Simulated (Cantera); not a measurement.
A Cantera script and its output.

```python
import numpy as np
import cantera as ct

gas = ct.Solution("h2o2.yaml")
gas.TPX = 1223, 100000, {'H2': 0.34, 'O2': 1, 'N2': 2.9}
reactor = ct.IdealGasConstPressureReactor(gas, energy="off", clone=False)
net = ct.ReactorNet([reactor])
net.rtol, net.atol = 1e-08, 1e-18
show = ['H2', 'O2', 'H', 'O', 'H2O2']
times = np.geomspace(0.0001, 200, 12)

steps = ct.SolutionArray(gas, extra=["t"])
rows = []
print(f"{'t/s':>10s}{'T/K':>9s}{'P/Pa':>11s}" + "".join(f"{s:>11s}" for s in show))
for t in times:
    while net.time < t:
        t_next = net.step()
        steps.append(gas.state, t=t_next)
    rows.append([np.interp(t, steps.t, y) for y in (steps.T, steps.P, *steps(*show).X.T)])
    print(f"{t:10.3e}{rows[-1][0]:9.1f}{rows[-1][1]:11.4g}" + "".join(f"{x:11.3e}" for x in rows[-1][2:]))
rate = np.gradient(steps.T, steps.t)
print("integrator steps:", len(steps.t))
if steps.T.max() > steps.T[0] + 200:
    print(f"time of steepest temperature rise: {steps.t[rate.argmax()]:.4e} s")
gas.TPX = 1223, 100000, {'H2': 0.34, 'O2': 1, 'N2': 2.9}
gas.equilibrate("TP")
print(f"equilibrium (TP): T = {gas.T:.1f} K  " + "  ".join(f"{s} {gas[s].X[0]:.3e}" for s in show))
```

Output:

```
       t/s      T/K       P/Pa         H2         O2          H          O       H2O2
 1.000e-04   1223.0      1e+05  1.648e-03  2.033e-01  4.267e-04  1.467e-03  6.076e-06
 3.740e-04   1223.0      1e+05  1.263e-04  2.039e-01  3.938e-06  6.872e-05  1.127e-06
 1.398e-03   1223.0      1e+05  1.020e-05  2.039e-01  1.302e-07  7.066e-06  2.329e-07
 5.230e-03   1223.0      1e+05  4.877e-07  2.039e-01  6.686e-09  1.081e-06  5.039e-08
 1.956e-02   1223.0      1e+05  4.471e-08  2.039e-01  6.125e-10  2.263e-07  1.208e-08
 7.313e-02   1223.0      1e+05  1.020e-08  2.039e-01  8.210e-11  5.789e-08  3.300e-09
 2.735e-01   1223.0      1e+05  4.250e-09  2.039e-01  2.257e-11  2.185e-08  1.302e-09
 1.023e+00   1223.0      1e+05  3.784e-09  2.039e-01  1.862e-11  1.837e-08  1.107e-09
 3.824e+00   1223.0      1e+05  3.784e-09  2.039e-01  1.862e-11  1.836e-08  1.106e-09
 1.430e+01   1223.0      1e+05  3.784e-09  2.039e-01  1.862e-11  1.836e-08  1.106e-09
 5.348e+01   1223.0      1e+05  3.784e-09  2.039e-01  1.862e-11  1.836e-08  1.106e-09
 2.000e+02   1223.0      1e+05  3.784e-09  2.039e-01  1.862e-11  1.836e-08  1.106e-09
integrator steps: 1513
equilibrium (TP): T = 1223.0 K  H2 3.784e-09  O2 2.039e-01  H 1.862e-11  O 1.836e-08  H2O2 1.106e-09
```

Detailed kinetics in Cantera: the H2/O2 subset of GRI-Mech 3.0, which has no nitrogen chemistry. The temperature is held fixed by assumption; the heat of reaction is taken as removed at once.
